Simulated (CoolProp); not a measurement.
Vapour pressure (MPa) of carbon monoxide: the reference equation beside estimates from Tc = 132.9 K, pc = 3.498 MPa, ω = 0.050.

The numbers come from the reference Helmholtz-energy equation of state, Lemmon 2006 in CoolProp. It is a short technical equation, of lower accuracy than the large ones.

```tsv
T (K)	reference	Lee-Kesler	Soave-Redlich-Kwong	Peng-Robinson
74.9	0.04359	0.04366	0.04328	0.04509
80.1	0.08474	0.08477	0.08425	0.08649
85.3	0.1507	0.1508	0.1502	0.1525
90.5	0.2497	0.2500	0.2496	0.2512
95.7	0.3903	0.3908	0.3913	0.3914
100.9	0.5815	0.5820	0.5848	0.5825
106.1	0.8328	0.8327	0.8398	0.8343
111.3	1.154	1.153	1.166	1.157
116.5	1.555	1.552	1.574	1.562
```

Absolute difference from the reference over all 9 rows, mean and median: Lee-Kesler 0.1 and 0.1 %, Soave-Redlich-Kwong 0.6 and 0.6 %, Peng-Robinson 1.0 and 0.5 %.
